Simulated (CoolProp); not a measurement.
Vapour-liquid equilibrium of n-hexane (1) + o-xylene (2) at 0.0785 MPa; x and y are mole fractions of (1).

Model: multi-fluid Helmholtz-energy mixture model, Thol 2019 and Zhou 2012; pair parameters Bell 2016, in CoolProp.

### Question
Give the bubble temperature and the first vapour's composition at x = 0.125, 0.425, 0.65. Is there an azeotrope?

### Answer
x = 0.125: 110.6 °C, y = 0.567; x = 0.425: 82.6 °C, y = 0.887; x = 0.65: 72.0 °C, y = 0.951. No azeotrope shows between x = 0.05 and 0.95.

Pair parameters are fitted to limited data, so mixtures are less certain than the pure fluids.
